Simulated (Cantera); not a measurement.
A diamond (100) surface in a fixed gas of H2 with x(CH4) = 0.0026, x(H) = 0.015, at 1325 K, 120 Torr; coverages are run to steady state.

Computed with Cantera and the Harris–Goodwin 1993 mechanism for the reconstructed diamond (100) surface.

θ: site fractions in the mechanism's names (c6HH fully hydrogenated, c6H* and c6*H radical sites, c6** diradical, c6HM methylated).

```json
[
 {"x(CH3)": "1e-06", "growth (µm/h)": "0.0907", "θ c6HH": "0.365", "θ c6H*": "0.0524", "θ c6*H": "0.532", "θ c6**": "0.0506", "θ c6HM": "3.55e-6"},
 {"x(CH3)": "2.4e-06", "growth (µm/h)": "?", "θ c6HH": "0.365", "θ c6H*": "0.0524", "θ c6*H": "0.532", "θ c6**": "0.0506", "θ c6HM": "?"},
 {"x(CH3)": "5.9e-06", "growth (µm/h)": "0.535", "θ c6HH": "0.365", "θ c6H*": "0.0524", "θ c6*H": "0.532", "θ c6**": "0.0506", "θ c6HM": "2.09e-5"},
 {"x(CH3)": "1.4e-05", "growth (µm/h)": "1.27", "θ c6HH": "0.365", "θ c6H*": "0.0524", "θ c6*H": "0.532", "θ c6**": "0.0506", "θ c6HM": "4.96e-5"},
 {"x(CH3)": "3.5e-05", "growth (µm/h)": "3.17", "θ c6HH": "0.365", "θ c6H*": "0.0524", "θ c6*H": "0.532", "θ c6**": "0.0505", "θ c6HM": "0.000124"},
 {"x(CH3)": "8.6e-05", "growth (µm/h)": "7.79", "θ c6HH": "0.365", "θ c6H*": "0.0524", "θ c6*H": "0.531", "θ c6**": "0.0505", "θ c6HM": "0.000305"},
 {"x(CH3)": "0.00021", "growth (µm/h)": "19.0", "θ c6HH": "0.365", "θ c6H*": "0.0523", "θ c6*H": "0.531", "θ c6**": "0.0503", "θ c6HM": "0.000743"},
 {"x(CH3)": "0.00051", "growth (µm/h)": "45.9", "θ c6HH": "0.364", "θ c6H*": "0.0522", "θ c6*H": "0.530", "θ c6**": "0.0500", "θ c6HM": "0.00180"},
 {"x(CH3)": "0.0012", "growth (µm/h)": "?", "θ c6HH": "0.363", "θ c6H*": "0.0519", "θ c6*H": "0.527", "θ c6**": "0.0492", "θ c6HM": "?"}
]
```

**Question.** What belongs in the gaps?

**Answer.** 
- 2.4e-06, growth (µm/h): 0.218
- 2.4e-06, θ c6HM: 8.51e-6
- 0.0012, growth (µm/h): 107
- 0.0012, θ c6HM: 0.00419
